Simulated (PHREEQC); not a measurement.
0.01 g of hydrous ferric oxide (600 m²/g; 0.2 weak and 0.005 strong sites per Fe, Dzombak-Morel constants, diffuse double layer) in 1 kg of water with 0.001 mol/kgw of an inert sodium salt and 2.5e-07 mol/kgw CuCl2 and 1.6e-06 mol/kgw SrCl2, at 25 °C; the pH is set by adding NaOH or the inert anion's acid. Oxygen is held at 0.21 atm. No CO2 enters from the air. No solid was allowed to form.

Base run: PHREEQC, ion-association model, wateq4f.dat. Each further column changes one thing. The table gives Cu sorbed (%).

| pH | base | no electrostatic term (-no_edl) | background salt from 0.001 to 0.0001 mol/kgw | oxide from 0.01 to 0.05 g/kgw | 6.7e-05 mol/kgw Na2SO4 added |
|---|---|---|---|---|---|
| 4 | 0.1 | 0.2 | 0.1 | [?] | 0.2 |
| 4.75 | 1.6 | 6.7 | 1.2 | [?] | 5.3 |
| 5.5 | 25.9 | 65.0 | [?] | [?] | [?] |
| 5.88 | 61.1 | 90.4 | 59.6 | 90.2 | 80.7 |
| 6.62 | 96.4 | 99.4 | 96.4 | 99.5 | 97.8 |
| 7.38 | 99.0 | 99.7 | 98.9 | 99.8 | 99.0 |
| 8.12 | 99.0 | 99.0 | 98.9 | 99.8 | 99.0 |
| 8.5 | 98.7 | 97.4 | 98.7 | 99.8 | 98.7 |
| 9.25 | 96.5 | [?] | 96.5 | 99.7 | 96.5 |
| 10 | 93.8 | 15.7 | [?] | 99.6 | 93.7 |

Some entries are withheld; supply them.


- 4, oxide from 0.01 to 0.05 g/kgw: 0.4
- 4.75, oxide from 0.01 to 0.05 g/kgw: 7.6
- 5.5, background salt from 0.001 to 0.0001 mol/kgw: 23.7
- 5.5, oxide from 0.01 to 0.05 g/kgw: 64.7
- 5.5, 6.7e-05 mol/kgw Na2SO4 added: 52.1
- 9.25, no electrostatic term (-no_edl): 77.4
- 10, background salt from 0.001 to 0.0001 mol/kgw: 94.2

The database's constant for dissolved Cu(OH)2 is higher than later reviews accept.
